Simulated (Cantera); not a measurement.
Feed: 1 mol Si2H6, a varied amount of O3, 2.3 mol N2, held at 352 °C and 1.00 bar.

Method: chemical equilibrium by Gibbs-energy minimisation in Cantera with the NASA 1993 tables (ideal gas, pure condensed phases). Candidate condensed phases: H2O, Si, SiO2, Si2N2O, Si3N4; 35 gas species. The feed counts by its element totals alone. The numbers say what is thermodynamically allowed, not how fast it happens.

Q: At 3.2 mol O3, list the 3 most abundant gas species with their mole fractions, and the condensed phases.

A: H2O 0.455, N2 0.348, O2 0.197. Condensed: SiO2(α-quartz).
